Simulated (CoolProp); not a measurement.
A single-stage vapour-compression cycle with R404A: evaporating at 255.15 K (dew point), condensing at 276.15 K (bubble point), superheat 10 K, subcooling 0 K, compressor efficiency 0.7, no pressure losses. Each further row changes one setting.

Values from CoolProp's reference Helmholtz-energy equation of state, Lemmon 2003. It is a pseudo-pure fit of the blend.

```csv
case,cooling COP,pressure ratio,discharge temperature (K),refrigerating effect (kJ/kg),volumetric capacity (kJ/m³)
as stated,7.36,2.07,296.2,161,2530
evaporating temperature 260.15 K,9.98,…,293.7,164,…
condensing temperature 271.15 K,9.83,1.77,…,168,2630
subcooling 5 K,7.68,2.07,296.2,168,2630
superheat 20 K,…,2.07,306.5,170,2540
compressor efficiency 0.6,6.31,2.07,299.9,161,2530
```

Q: Some entries are withheld; supply them.

A: 
- evaporating temperature 260.15 K, pressure ratio: 1.73
- evaporating temperature 260.15 K, volumetric capacity (kJ/m³): 3060
- condensing temperature 271.15 K, discharge temperature (K): 289.4
- superheat 20 K, cooling COP: 7.38
